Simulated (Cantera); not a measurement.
An isothermal, constant-pressure homogeneous reactor starts with 20.4 % N2O, 0.0816 % H2, 79.5 % N2, at 1400 K and 0.0940 bar.

Cantera simulation using GRI-Mech 3.0 (53 species, 325 reactions); the numbers are that mechanism's predictions, not measurements. GRI-Mech 3.0 was tuned for natural gas; its chemistry of N2O as a main component is partial and can be far from experiment. The temperature is held fixed by assumption; the heat of reaction is taken as removed at once.

One state of this run: x N2O = 0.0532; x H2 = 6.99e-8; x N2 = 0.865; x NO2 = 2.71e-5; x O2 = 0.0555; x NO = 0.0249. x: mole fraction; the columns are a selection and need not sum to one.

Q: Which value of t (s) does it belong to?
A. 0.000423
B. 0.189
C. 0.870
D. 9.20e-5

A: C, 0.870
